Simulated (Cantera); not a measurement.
Mixture: CH₄ : H₂ : O₂ : N₂ = 1 : 0.14 : 2.23 : 14.2 (molar parts), at 10.0 bar, adiabatic and at constant pressure. Ignition delay is the time to a rise of 400 K.

Model: GRI-Mech 3.0 (53 species, 325 reactions), integrated in Cantera.

Problem. What does this change do: pressure from 10.0 bar to 0.780 bar?

Solution. 
```
quantity                                                before       after
--------------------------------------------------  ----------  ----------
delay at 1175 K                                        2.36 ms     32.0 ms
delay at 1375 K                                       0.452 ms     3.65 ms
delay at 1575 K                                        90.6 µs    0.638 ms
delay at 1775 K                                        21.5 µs    0.176 ms
apparent activation energy between 1675 and 1875 K  170 kJ/mol  150 kJ/mol
```

Problem. What does this change do: CH4 1 to 0.57 parts?

Solution. 
| quantity | before | after |
|---|---|---|
| delay at 1175 K | 2.36 ms | 1.44 ms |
| delay at 1375 K | 0.452 ms | 0.243 ms |
| delay at 1575 K | 90.6 µs | 56.5 µs |
| delay at 1775 K | 21.5 µs | 16.4 µs |
| apparent activation energy between 1675 and 1875 K | 170 kJ/mol | 140 kJ/mol |
